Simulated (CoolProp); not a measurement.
Computed with CoolProp (reference Helmholtz-energy equation of state, Thol 2014).

Question: Give the vapour pressure (MPa), liquid density (kg/m³), enthalpy of vaporisation (kJ/kg), liquid cp (kJ/(kg K)) of saturated chloromethane (R40) at 70.05, 128.65 °C.

Answer: 
```tsv
T (°C)	p (MPa)	liquid density (kg/m³)	enthalpy of vaporisation (kJ/kg)	liquid cp (kJ/(kg K))
70.05	1.78	810	310	1.81
128.65	5.32	598	165	3.77
```
